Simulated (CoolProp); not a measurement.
1000 sccm (0 °C, 1 atm) of nitrogen bubbles through liquid octamethyltrisiloxane (MDM) at 333.8 K and leaves saturated at a total pressure of 0.109 MPa (ideal gas phase). Each further row changes one setting.

The numbers come from the reference Helmholtz-energy equation of state, Thol 2017 in CoolProp.

| case | vapour pressure (kPa) | mole fraction of vapour | delivery (mg/min) | delivery (sccm) | change of delivery for a bath 1 K warmer (%) |
|---|---|---|---|---|---|
| as stated | 3.77 | 0.0345 | [?] | 35.8 | [?] |
| bath temperature 338.8 K | 4.79 | [?] | 485 | 45.9 | [?] |
| total pressure 0.218 MPa | 3.77 | 0.0173 | [?] | 17.6 | 5.1 |

### Question
What belongs in the gaps?

### Answer

- as stated, delivery (mg/min): 378
- as stated, change of delivery for a bath 1 K warmer (%): 5.2
- bath temperature 338.8 K, mole fraction of vapour: 0.0439
- bath temperature 338.8 K, change of delivery for a bath 1 K warmer (%): 5.0
- total pressure 0.218 MPa, delivery (mg/min): 185
